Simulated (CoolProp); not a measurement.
Vapour-liquid equilibrium of diethyl ether (1) + methanol (2) at 374.3 K; x and y are mole fractions of (1).

Computed with CoolProp (multi-fluid Helmholtz-energy mixture model, Thol 2014 and de Reuck 1993; pair parameters Bell 2016).

| x | bubble pressure, mixture model (kPa) | bubble pressure, Raoult's law (kPa) | y, mixture model | y, Raoult's law |
|---|---|---|---|---|
| 0.05 | 421.9 | 382.0 | 0.160 | 0.088 |
| 0.15 | … | 412.5 | 0.351 | 0.244 |
| 0.25 | 569.7 | 443.0 | 0.461 | 0.379 |
| 0.35 | 613.0 | 473.4 | 0.537 | 0.497 |
| 0.45 | 644.3 | 503.9 | 0.597 | 0.600 |
| 0.55 | 667.3 | 534.4 | 0.650 | 0.691 |
| 0.65 | 683.7 | 564.9 | 0.705 | 0.773 |
| 0.75 | … | 595.4 | 0.767 | 0.846 |
| 0.85 | 694.3 | 625.9 | 0.842 | 0.912 |
| 0.95 | … | 656.4 | 0.939 | 0.972 |

### Question
Some entries are withheld; supply them.

### Answer

- 0.15, bubble pressure, mixture model (kPa): 508.5
- 0.75, bubble pressure, mixture model (kPa): 693.3
- 0.95, bubble pressure, mixture model (kPa): 683.2

The largest gap from Raoult's law is +29.5 % in bubble pressure, at x = 0.35. y crosses x between x = 0.75 and 0.85: the model has an azeotrope there.

The pair parameters rest on a limited set of measurements; away from them the model extrapolates.
